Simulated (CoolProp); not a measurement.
Fluorine along the isobar 75.3 bar: Z from the reference equation and from simpler models built on Tc = -128.7 °C, pc = 52.40 bar, ω = 0.045; each cubic takes its own stable root.

Computed with CoolProp (reference Helmholtz-energy equation of state, de Reuck 1990).

```
T (°C)           phase  reference  van der Waals  Soave-Redlich-Kwong
-------  -------------  ---------  -------------  -------------------
-211.75         liquid     0.3361         0.4891               0.3346
-194.75         liquid     0.2808         0.4046               0.2786
-177.65         liquid     0.2485         0.3550               0.2478
-160.65         liquid     0.2316         0.3276               0.2344
-143.55         liquid     0.2291         0.3197               0.2397
-126.55  supercritical     0.2639         0.3462               0.2956
-109.45  supercritical     0.5860         0.5434               0.5959
-92.45   supercritical     0.7439         0.7071               0.7492
-75.45   supercritical     0.8255         0.7896               0.8307
-58.35   supercritical     0.8763         0.8420               0.8827
-41.35   supercritical     0.9102         0.8781               0.9180
-24.25   supercritical     0.9342         0.9046               0.9434
-7.25    supercritical     0.9517         0.9245               0.9620
9.85     supercritical     0.9650         0.9401               0.9760
26.85    supercritical     0.9752         0.9523               0.9867
```
